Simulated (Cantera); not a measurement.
A perfectly stirred reactor is fed with CH4 : CO : O2 : N2 = 1 : 0.32 : 4.5 : 26.1 (molar parts), equivalence ratio 0.48, at 3750 Torr; it is adiabatic with a 625 K inlet, and is followed from long to short residence time, starting on the burning branch (τ in s: 0.048, 0.019, 0.0071, 0.0027, 0.0011, 0.00041, 0.00016, 6e-05, 2.3e-05).

Model: GRI-Mech 3.0 (53 species, 325 reactions), integrated in Cantera.

**Question.** Predict: blow-out, bracketed by the residence times tried; x(CH4) at τ = 48.0 ms; x(CO) at τ = 48.0 ms; x(O2) at τ = 48.0 ms; x(OH) at τ = 48.0 ms; x(CH2O) at τ = 48.0 ms; x(CH4) at τ = 1.10 ms; x(CO) at τ = 1.10 ms; x(O2) at τ = 1.10 ms.

**Answer.** 
```
Item                                                                          Result
------------------------------------------------  ----------------------------------
blow-out, bracketed by the residence times tried  burning at 7.10 ms, out at 2.70 ms
x(CH4) at τ = 48.0 ms                                                        5.28e-5
x(CO) at τ = 48.0 ms                                                        0.000671
x(O2) at τ = 48.0 ms                                                          0.0741
x(OH) at τ = 48.0 ms                                                         7.96e-5
x(CH2O) at τ = 48.0 ms                                                       4.43e-6
x(CH4) at τ = 1.10 ms                                                         0.0313
x(CO) at τ = 1.10 ms                                                          0.0100
x(O2) at τ = 1.10 ms                                                           0.141
```
